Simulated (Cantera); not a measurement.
Feed: 1 mol BF3, 1.2 mol O2, equilibrated at 1.00 Torr.

Method: chemical equilibrium by Gibbs-energy minimisation in Cantera with the NASA 1993 tables (ideal gas, pure condensed phases). Candidate condensed phases: B, B2O3; 21 gas species. The tables' values for BF2 are old estimates; treat these amounts as uncertain. Equilibrium is a limit: real reactors are often held back by kinetics, nucleation or transport.

### Question
At 1725 °C, list the 6 most abundant gas species with their mole fractions, and the condensed phases.

### Answer
O2 0.497, BF3 0.402, F 0.0588, BOF 0.0293, O 0.0127, BOF2 0.000170. Condensed: gas only.
